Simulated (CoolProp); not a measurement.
A Linde-Hampson liquefier for ethylene: isothermal reversible compression at 320 K from 1 atm to 20 MPa, throttling to 1 atm, return gas leaving the recuperator 0 K below the feed. Each further row changes one setting.

Computed with CoolProp (reference Helmholtz-energy equation of state, Smukala 2000).

| case | liquid yield per pass | compression work (kJ/kg of gas) |
|---|---|---|
| as stated | ___ | 418 |
| high pressure 40 MPa | 0.428 | ___ |
| warm-end temperature 350 K | ___ | ___ |
| warm-end gap 5 K | ___ | 418 |

Task: Some entries are withheld; supply them.

Result: 
- as stated, liquid yield per pass: 0.416
- high pressure 40 MPa, compression work (kJ/kg of gas): 468
- warm-end temperature 350 K, liquid yield per pass: 0.331
- warm-end temperature 350 K, compression work (kJ/kg of gas): 483
- warm-end gap 5 K, liquid yield per pass: 0.410
